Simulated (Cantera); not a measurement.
Charge: 1 mol BN, 11 mol O₂, 8.4 mol N₂, at 1948.15 K and 220 Pa.

Method: chemical equilibrium by Gibbs-energy minimisation in Cantera with the NASA 1993 tables (ideal gas, pure condensed phases). Candidate condensed phases: B, BN, B₂O₃; 17 gas species. Kinetics and transport are ignored.

Base state: O₂ 0.507, N₂ 0.446, B₂O₃ 0.0178, BO₂ 0.0149, NO 0.00773, O 0.00675, BO 5.56e-5 (mole fractions); condensed: gas only.

Q: What changes in the equilibrium state with this change: 0.26 mol H₂ added?

A: 
| species | before | after |
|---|---|---|
| O₂ | 0.507 | 0.498 |
| N₂ | 0.446 | 0.443 |
| HBO₂ | 0 | 0.0182 |
| B₂O₃ | 0.0178 | 0.0103 |
| BO₂ | 0.0149 | 0.0113 |
| H₂O | 0 | 0.00309 |
| OH | 0 | 0.00159 |
Further candidate phases: B₃O₃H₃, H₂O.
